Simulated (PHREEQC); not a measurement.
Solution (60 °C): 0.057 mol/kgw ZnCl2 and 0.00017 mol/kgw NiCl2. Closed to the air; pH follows from the charge balance.

The numbers come from PHREEQC with the ion-association model, wateq4f.dat.

The pH is 4.84 and the ionic strength is 0.139 mol/kgw.

```csv
species,molality,activity,log γ
Cl-,0.0975,0.0707,-0.140
Zn+2,0.0413,0.0141,-0.466
ZnCl+,0.0146,0.0107,-0.136
ZnCl2,0.000871,0.000900,0.014
Ni+2,0.000156,4.91e-5,-0.502
ZnCl3-,0.000118,8.61e-5,-0.136
H+,1.78e-5,1.43e-5,-0.096
ZnOH+,1.56e-5,1.17e-5,-0.126
ZnCl4-2,1.24e-5,3.91e-6,-0.502
NiCl+,1.17e-5,8.73e-6,-0.126
ZnOHCl,2.24e-6,2.31e-6,0.014
NiCl2,2.17e-6,2.24e-6,0.014
OH-,8.98e-9,6.48e-9,-0.142
NiOH+,5.72e-9,4.28e-9,-0.126
```

No solid was allowed to form. Away from 25 °C the constants follow the database's enthalpies or fits; those with neither stay at their 25 °C values.
